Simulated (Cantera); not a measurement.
Charge: 1 mol CO₂, 0.054 mol O₂, 0.34 mol N₂, 0.035 mol SO₂, held at 0.000350 bar.

These are equilibrium values from Cantera (NASA tables, ideal gas, pure condensed phases), not measurements of a reactor. Candidate condensed phases: C, S; 35 gas species. The numbers say what is thermodynamically allowed, not how fast it happens. All values below are at 2502 °C.

Base state: O 0.412, CO 0.399, N₂ 0.136, O₂ 0.0246, S 0.00879, CO₂ 0.00858, NO 0.00505, SO 0.00488 (mole fractions); condensed: gas only.

Task: What changes in the equilibrium state with this change: pressure from 0.000350 bar to 0.170 bar?

Result: 
```json
[
 {"species": "CO₂", "before": "0.00858", "after": "0.312"},
 {"species": "CO", "before": "0.399", "after": "0.275"},
 {"species": "N₂", "before": "0.136", "after": "0.192"},
 {"species": "O", "before": "0.412", "after": "0.0448"},
 {"species": "SO₂", "before": "0.000610", "after": "0.0178"},
 {"species": "O₂", "before": "0.0246", "after": "0.141"},
 {"species": "NO", "before": "0.00505", "after": "0.0144"},
 {"species": "S", "before": "0.00879", "after": "9.17e-5"},
 {"species": "N", "before": "5.73e-5", "after": "3.09e-6"}
]
```
